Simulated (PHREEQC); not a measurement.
A solution holds 0.013 mol NaH2PO4 and 1.7e-06 mol H4SiO4 per kg of water, at 25 °C. Closed to the air; pH follows from the charge balance.

All values are PHREEQC results (ion-association model, phreeqc.dat), not measurements.

Q: The ionic strength comes out as 0.0131 mol/kgw. What activity coefficients do Na+, H+, H2PO4-, HPO4-2 get?

A: Na+ 0.89, H+ 0.90, H2PO4- 0.90, HPO4-2 0.64.

This is a speciation only: nothing precipitates in the calculation.
